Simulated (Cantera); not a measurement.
Input: 1 mol trisilylamine, 3.1 mol N₂, 4.7 mol H₂, equilibrated at 2073 K and 1.33 mbar.

Equilibrium computed with Cantera from the NASA thermochemical tables; the gas is ideal and each condensed phase is pure. Candidate condensed phases: Si, Si₃N₄; 18 gas species. The feed counts by its element totals alone. The tables' values for SiN are old estimates; treat these amounts as uncertain. Gases not in the tables: Si₂H₆ and higher silanes. Rates play no part.

Base state: H₂ 0.614, N₂ 0.251, Si 0.0748, H 0.0565, SiH 0.00123, Si₂ 0.000918, Si₂N 0.000370, SiN 0.000301 (mole fractions); condensed: Si(l).

Task: What changes in the equilibrium state with this change: temperature from 2073 K to 923 K?

Result: 
```tsv
species	before	after
H₂	0.614	0.852
N₂	0.251	0.148
H	0.0565	6.18e-9
Si	0.0748	<1e-9
SiH	0.00123	<1e-9
Si₂	0.000918	<1e-9
Si(l), mol	1.86	0
Si₃N₄(s), mol	0	1.00
```
